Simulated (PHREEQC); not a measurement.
## Silver or lead bath

Consider water at 65 °C with 2.7 mmol/kgw PbCl2 and 0.22 mmol/kgw KNO3. Closed to the air; pH follows from the charge balance.

All values are PHREEQC results (ion-association model, phreeqc.dat), not measurements.

Precipitation was switched off in this run.

Q: Estimate the pH, ionic strength.

A: pH 5.26; ionic strength 0.00703 mol/kgw.

Q: In which forms is Cl present?

A: Cl- 88 %, PbCl+ 12 % of the Cl.

Examples of supersaturated solids here: Pb(OH)2. Others may be too. Constants without temperature data keep their 25 °C values here.
